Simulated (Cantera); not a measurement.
What does this Cantera script print?

```python
import numpy as np
import cantera as ct

gas = ct.Solution("gri30.yaml")
gas.TPX = 1275, 13332, {'C2H4': 1, 'H2': 82, 'N2': 0.65}
reactor = ct.IdealGasConstPressureReactor(gas, energy="off", clone=False)
net = ct.ReactorNet([reactor])
net.rtol, net.atol = 1e-08, 1e-18
show = ['C2H4', 'H2', 'H', 'C2H6', 'CH2']
times = np.geomspace(7e-05, 300, 9)

steps = ct.SolutionArray(gas, extra=["t"])
rows = []
print(f"{'t/s':>10s}{'T/K':>9s}{'P/Pa':>11s}" + "".join(f"{s:>11s}" for s in show))
for t in times:
    while net.time < t:
        t_next = net.step()
        steps.append(gas.state, t=t_next)
    rows.append([np.interp(t, steps.t, y) for y in (steps.T, steps.P, *steps(*show).X.T)])
    print(f"{t:10.3e}{rows[-1][0]:9.1f}{rows[-1][1]:11.4g}" + "".join(f"{x:11.3e}" for x in rows[-1][2:]))
rate = np.gradient(steps.T, steps.t)
print("integrator steps:", len(steps.t))
if steps.T.max() > steps.T[0] + 200:
    print(f"time of steepest temperature rise: {steps.t[rate.argmax()]:.4e} s")
gas.TPX = 1275, 13332, {'C2H4': 1, 'H2': 82, 'N2': 0.65}
gas.equilibrate("TP")
print(f"equilibrium (TP): T = {gas.T:.1f} K  " + "  ".join(f"{s} {gas[s].X[0]:.3e}" for s in show))
```

Result:

```
       t/s      T/K       P/Pa       C2H4         H2          H       C2H6        CH2
 7.000e-05   1275.0  1.333e+04  1.195e-02  9.803e-01  5.663e-11  5.255e-12  4.170e-18
 4.722e-04   1275.0  1.333e+04  1.195e-02  9.803e-01  4.051e-10  7.714e-11  3.836e-17
 3.185e-03   1275.0  1.333e+04  1.195e-02  9.803e-01  2.774e-09  2.165e-09  2.710e-16
 2.148e-02   1275.0  1.333e+04  1.194e-02  9.803e-01  2.367e-08  9.797e-08  2.320e-15
 1.449e-01   1275.0  1.333e+04  1.135e-02  9.803e-01  9.506e-06  6.061e-05  1.086e-12
 9.775e-01   1275.0  1.333e+04  4.122e-03  9.795e-01  1.311e-05  3.092e-05  4.212e-12
 6.593e+00   1275.0  1.333e+04  2.954e-03  9.774e-01  9.693e-06  2.194e-05  6.925e-12
 4.448e+01   1275.0  1.333e+04  1.460e-03  9.726e-01  5.189e-06  1.053e-05  4.991e-12
 3.000e+02   1275.0  1.333e+04  2.070e-04  9.686e-01  2.295e-06  1.483e-06  1.470e-12
integrator steps: 974
equilibrium (TP): T = 1275.0 K  C2H4 7.926e-05  H2 9.684e-01  H 2.000e-06  C2H6 6.673e-07  CH2 1.132e-12
```

Cantera simulation using GRI-Mech 3.0 (53 species, 325 reactions); the numbers are that mechanism's predictions, not measurements. GRI-Mech 3.0 was tuned for natural gas; its chemistry of ethylene as a main component is partial and can be far from experiment. GRI-Mech 3.0 stops at C3 and has no aromatics, soot or wall deposition, so with more carbon than oxygen in the feed, carbon stays in small species such as C2H2 where larger ones or solid carbon would form.
